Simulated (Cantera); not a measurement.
An isothermal, constant-pressure homogeneous reactor starts with NO : N2 = 1 : 1.5 (molar parts), at 2073 K and 36000 Pa. Integrator tolerance rtol = 1e-08.

Model: GRI-Mech 3.0 (53 species, 325 reactions), integrated in Cantera.

**Question.** What does this change do: temperature 2073 to 1750 K?

**Answer.** 
```tsv
quantity	before	after
x(NO) at 50.0 s	0.00903 (gas-phase equilibrium 0.00903)	0.0908 (gas-phase equilibrium 0.00343)
x(N2O) at 50.0 s	3.05e-7 (gas-phase equilibrium 3.05e-7)	3.13e-6 (gas-phase equilibrium 1.20e-7)
x(N2) at 50.0 s	0.795 (gas-phase equilibrium 0.795)	0.755 (gas-phase equilibrium 0.798)
x(O) at 50.0 s	0.000851 (gas-phase equilibrium 0.000851)	4.96e-5 (gas-phase equilibrium 5.58e-5)
x(NO2) at 50.0 s	7.99e-6 (gas-phase equilibrium 7.99e-6)	0.000130 (gas-phase equilibrium 5.57e-6)
```

**Question.** What does this change do: temperature 2073 to 1625 K?

**Answer.** 
```
quantity                                             before                                     after
----------------  -----------------------------------------  ----------------------------------------
x(NO) at 50.0 s     0.00903 (gas-phase equilibrium 0.00903)     0.245 (gas-phase equilibrium 0.00212)
x(N2O) at 50.0 s    3.05e-7 (gas-phase equilibrium 3.05e-7)   2.09e-5 (gas-phase equilibrium 7.59e-8)
x(N2) at 50.0 s         0.795 (gas-phase equilibrium 0.795)       0.678 (gas-phase equilibrium 0.799)
x(O) at 50.0 s    0.000851 (gas-phase equilibrium 0.000851)   9.27e-6 (gas-phase equilibrium 1.46e-5)
x(NO2) at 50.0 s    7.99e-6 (gas-phase equilibrium 7.99e-6)  0.000336 (gas-phase equilibrium 4.65e-6)
```
